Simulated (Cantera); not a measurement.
# Dilute partial oxidation

An isothermal, constant-pressure homogeneous reactor starts with 0.474 % CH4, 0.425 % O2, 98.8 % N2, 0.287 % H2, at 925 K and 760 Torr.

Cantera simulation using GRI-Mech 3.0 (53 species, 325 reactions); the numbers are that mechanism's predictions, not measurements. Below about 1000 K GRI-Mech 3.0 lacks low-temperature oxidation paths. Below about 950 K walls govern HO2 and H2O2 in real vessels.

| t (s) | x CH4 | x O2 | x H2O2 | x HCN | x H2 |
|---|---|---|---|---|---|
| 4.00e-5 | 0.00474 | 0.00425 | <1e-12 | <1e-12 | 0.00287 |
| 0.000124 | 0.00474 | 0.00425 | <1e-12 | <1e-12 | 0.00287 |
| 0.000384 | 0.00474 | 0.00425 | <1e-12 | <1e-12 | 0.00287 |
| 0.00119 | 0.00474 | 0.00425 | <1e-12 | <1e-12 | 0.00287 |
| 0.00368 | 0.00474 | 0.00425 | <1e-12 | <1e-12 | 0.00287 |
| 0.0114 | 0.00474 | 0.00425 | <1e-12 | <1e-12 | 0.00287 |
| 0.0354 | 0.00474 | 0.00425 | 4.16e-12 | <1e-12 | 0.00287 |
| 0.110 | 0.00474 | 0.00425 | 4.82e-11 | <1e-12 | 0.00287 |
| 0.339 | 0.00474 | 0.00425 | 1.02e-9 | <1e-12 | 0.00287 |
| 1.05 | 0.00470 | 0.00421 | 1.70e-7 | <1e-12 | 0.00285 |
| 3.26 | 0.00437 | 0.00385 | 7.75e-7 | <1e-12 | 0.00292 |
| 10.1 | 0.00313 | 0.00234 | 6.15e-7 | <1e-12 | 0.00340 |
| 31.3 | 0.00200 | 0.000698 | 6.40e-8 | <1e-12 | 0.00378 |
| 96.8 | 0.00170 | 0.000159 | 4.23e-9 | <1e-12 | 0.00386 |
| 300 | 0.00165 | 3.21e-5 | 3.41e-10 | <1e-12 | 0.00387 |
x: mole fraction; the columns are a selection and need not sum to one.

Equilibrium at this temperature and pressure: CH4 4.88e-7, O2 <1e-12, H2O2 <1e-12, HCN 5.20e-9, H2 0.0100 (gas phase only).
